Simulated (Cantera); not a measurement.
An adiabatic, constant-pressure homogeneous reactor starts with CH4 : CO : O2 : N2 : CO2 : H2 = 1 : 0.085 : 4.64 : 17.5 : 4.2 : 2.6 (molar parts), at 1725 K and 10.0 bar.

Detailed kinetics in Cantera: GRI-Mech 3.0 (53 species, 325 reactions).

### Question
Predict: time of steepest temperature rise; temperature at 3.00 s; equilibrium temperature; x(CO) at 3.00 s; x(O2) at 3.00 s; x(H2O) at 3.00 s; x(H) at 3.00 s.

### Answer
```json
{
  "time_of_steepest_temperature_rise": "3.00 µs",
  "temperature at 3.00 s": "2674 K",
  "equilibrium_temperature": "2674 K",
  "x(CO) at 3.00 s": "0.0207 (gas-phase equilibrium 0.0207)",
  "x(O2) at 3.00 s": "0.0463 (gas-phase equilibrium 0.0463)",
  "x(H2O) at 3.00 s": "0.149 (gas-phase equilibrium 0.149)",
  "x(H) at 3.00 s": "0.000880 (gas-phase equilibrium 0.000880)"
}
```
